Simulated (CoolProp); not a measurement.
Vapour-liquid equilibrium of methanol (1) + isohexane (2) at 444.5 K; x and y are mole fractions of (1).

Values from CoolProp's multi-fluid Helmholtz-energy mixture model, de Reuck 1993 and Lemmon 2006; pair parameters Bell 2016.

```tsv
x	bubble pressure, mixture model (bar)	bubble pressure, Raoult's law (bar)	y, mixture model	y, Raoult's law
0.05	15.59	13.71	0.140	0.082
0.125	18.42	14.42	0.274	0.196
0.2	20.60	15.12	0.364	0.299
0.275	22.30	15.82	0.430	0.393
0.35	23.60	16.53	0.485	0.479
0.425	24.59	17.23	0.532	0.558
0.5	25.30	17.93	0.577	0.631
0.575	25.76	18.64	0.619	0.698
0.65	25.98	19.34	0.663	0.760
0.725	25.96	20.05	0.709	0.818
0.8	25.65	20.75	0.764	0.872
0.875	24.97	21.45	0.831	0.923
0.95	23.77	22.16	0.921	0.970
```

The largest gap from Raoult's law is +42.8 % in bubble pressure, at x = 0.35. y crosses x between x = 0.65 and 0.725: the model has an azeotrope there.

Pair parameters are fitted to limited data, so mixtures are less certain than the pure fluids.
